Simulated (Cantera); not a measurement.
Input: 1 mol HF, 0.59 mol SO₂, 2.9 mol H₂, 0.21 mol O₂, held at 2052 °C and 1330 Pa.

These are equilibrium values from Cantera (NASA tables, ideal gas, pure condensed phases), not measurements of a reactor. Candidate condensed phases: H₂O, H₂SO₄, S; 43 gas species. Rates play no part.

Base state: H₂ 0.374, H₂O 0.224, HF 0.219, H 0.0582, SO 0.0473, SO₂ 0.0361, S 0.0169, S₂ 0.00968 (mole fractions); condensed: gas only.

Question: What changes in the equilibrium state with this change: O₂ from 0.21 to 0.46 mol?

Answer: 
| species | before | after |
|---|---|---|
| H₂ | 0.374 | 0.310 |
| H₂O | 0.224 | 0.287 |
| HF | 0.219 | 0.217 |
| SO₂ | 0.0361 | 0.0561 |
| S | 0.0169 | 0.0110 |
| H | 0.0582 | 0.0530 |
| SO | 0.0473 | 0.0474 |
| O₂ | 0.000153 | 0.000367 |
| S₂ | 0.00968 | 0.00408 |
| H₂S | 0.00117 | 0.000630 |

Question: What changes in the equilibrium state with this change: HF replaced by CS₂?

Answer: 
```csv
species,before,after
H₂,0.374,0.408
CO,0,0.172
S₂,0.00968,0.153
HF,0.219,0
H₂O,0.224,0.0500
SO₂,0.0361,0.00600
SH,0.00799,0.0332
S,0.0169,0.0673
SO,0.0473,0.0384
H,0.0582,0.0609
CO₂,0,0.00371
COS,0,8.24e-5
F,4.36e-5,0
```
Further candidate phases: C, C₆H₆, C₇H₈, C₈H₁₈.
